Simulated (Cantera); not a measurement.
Input: 1 mol B2H6, 0.52 mol O2, 4.7 mol H2, 1.5 mol NH3, at 1802 °C.

Cantera equilibrium calculation (NASA polynomials, part measured and part estimated; ideal gas, pure solids and liquids). Candidate condensed phases: B, BN, B2O3, B3O3H3, H2O; 39 gas species. The feed counts by its element totals alone. Mutual solubility and eutectic melting of coexisting phases are not modelled. Rates play no part.

Q: Which condensed phases are stable at each of these points (P (Pa)): 10, 32, 100, 320, 1000, 3200, 10000, 32000, 100000?

A: 
```json
[
 {"P (Pa)": "10", "condensed phases": "B(s)", "B condensed (%)": "44.0"},
 {"P (Pa)": "32", "condensed phases": "B(s)", "B condensed (%)": "46.2"},
 {"P (Pa)": "100", "condensed phases": "B(s)", "B condensed (%)": "46.9"},
 {"P (Pa)": "320", "condensed phases": "B(s)", "B condensed (%)": "47.3"},
 {"P (Pa)": "1000", "condensed phases": "B(s) + BN(s)", "B condensed (%)": "47.5"},
 {"P (Pa)": "3200", "condensed phases": "BN(s)", "B condensed (%)": "48.0"},
 {"P (Pa)": "10000", "condensed phases": "BN(s)", "B condensed (%)": "48.7"},
 {"P (Pa)": "32000", "condensed phases": "BN(s)", "B condensed (%)": "50.4"},
 {"P (Pa)": "100000", "condensed phases": "BN(s)", "B condensed (%)": "53.4"}
]
```

From 0.0750 Torr to 2.40 Torr the condensed part is B(s). At 7.50 Torr the condensed part is B(s) + BN(s). From 24.0 Torr to 750 Torr the condensed part is BN(s).
